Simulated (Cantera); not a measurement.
**SiCl4 + Cl2 + H2 (chlorosilane synthesis and conversion)**

Input: 1 mol SiCl4, 1.9 mol Cl2, 3.6 mol H2, at 277 °C and 0.100 bar.

Cantera equilibrium calculation (NASA polynomials, part measured and part estimated; ideal gas, pure solids and liquids). Candidate condensed phases: Si; 19 gas species. The numbers say what is thermodynamically allowed, not how fast it happens.

```json
{
 "x(HCl)": "0.585",
 "x(H2)": "0.262",
 "x(SiCl4)": "0.154",
 "gas_amount": "6.500 mol",
 "log10 activity of Si(s) (absent)": "-18.95"
}
```
